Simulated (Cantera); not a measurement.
Input: 1 mol V, a varied amount of O2, 25 mol H2, at 2050 K and 1 atm.

These are equilibrium values from Cantera (NASA tables, ideal gas, pure condensed phases), not measurements of a reactor. Candidate condensed phases: H2O, V, VO, V2O3, V2O4, V2O5; 12 gas species. VO: taken at fixed stoichiometry. Equilibrium is a limit: real reactors are often held back by kinetics, nucleation or transport.

Problem. At 0.74 mol O2, list the 4 most abundant gas species with their mole fractions, and the condensed phases.

Solution. H2 0.979, H2O 0.0192, H 0.00223, VO2 1.58e-5. Condensed: VO(s).
